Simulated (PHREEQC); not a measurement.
A solution holds 0.037 mol/kgw HBr, 0.0011 mol/kgw H2SeO3 and 0.44 mol/kgw CsCl, at 25 °C. Closed to the air; pH follows from the charge balance.

Equilibrium calculation in PHREEQC: ion-association model, wateq4f.dat.

Precipitation was switched off in this run.

What pH, activity of water does the model give?

pH 1.55; activity of water 0.984.

In which forms is Se present?

H2SeO3 91 %, HSeO3- 8.7 % of the Se.

Complexes and solids missing from the database can't appear.
